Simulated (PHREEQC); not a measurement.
0.2 mol of Gypsum (CaSO4:2H2O) is brought to equilibrium with 1 kg of water holding 0.019 mol/kgw NaOH, at several temperatures. Oxygen is held at 0.21 atm. CO2 from the air is kept out. The run lets Gypsum precipitate or redissolve, and no other solid.

The numbers come from PHREEQC with the ion-association model with the Debye-Hückel limiting law, wateq4f.dat.

```
T (°C)          pH  dissolved Ca (mol/kgw)  dissolved S (mol/kgw)
------  ----------  ----------------------  ---------------------
0            12.85                  0.0292                 0.0292
10      (withheld)                  0.0308                 0.0308
20      (withheld)                  0.0332                 0.0332
30           11.90                  0.0360                 0.0360
40      (withheld)                  0.0385                 0.0385
50      (withheld)                  0.0406                 0.0406
60           11.09                  0.0416                 0.0416
70      (withheld)                  0.0410                 0.0410
80           10.67                  0.0386                 0.0386
90           10.49                  0.0353                 0.0353
100          10.33                  0.0318                 0.0318
```

Complete the blanks.


- 10, pH: 12.54
- 20, pH: 12.22
- 40, pH: 11.61
- 50, pH: 11.34
- 70, pH: 10.87

Complexes and solids missing from the database can't appear. Away from 25 °C the constants follow the database's enthalpies or fits; those with neither stay at their 25 °C values. Outside its range of stability a hydrate's values are those of a metastable solid.
